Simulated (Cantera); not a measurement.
Feed: 1 mol B, 0.01 mol HCl, 3 mol N₂, equilibrated at 13.3 mbar.

These are equilibrium values from Cantera (NASA tables, ideal gas, pure condensed phases), not measurements of a reactor. Candidate condensed phases: B, BN, NH₄Cl; 21 gas species. N₂ is the only nitrogen source here; it is nearly inert below about 1500 K, so the nitride shown seldom forms there in practice. The numbers say what is thermodynamically allowed, not how fast it happens. All values below are at 1423 K.

Base state: N₂ 0.996, HCl 0.00388, H₂ 4.96e-5, Cl 2.60e-5, BCl₃ 2.44e-5 (mole fractions); condensed: BN(s).

Question: What changes in the equilibrium state with this change: HCl from 0.01 to 0.63 mol?

Answer: 
| species | before | after |
|---|---|---|
| N₂ | 0.996 | 0.800 |
| HCl | 0.00388 | 0.191 |
| H₂ | 4.96e-5 | 0.00495 |
| BCl₃ | 2.44e-5 | 0.00326 |
| Cl | 2.60e-5 | 0.000128 |
| BN(s), mol | 1.000 | 0.990 |
Gases not in the tables: BHCl₂.
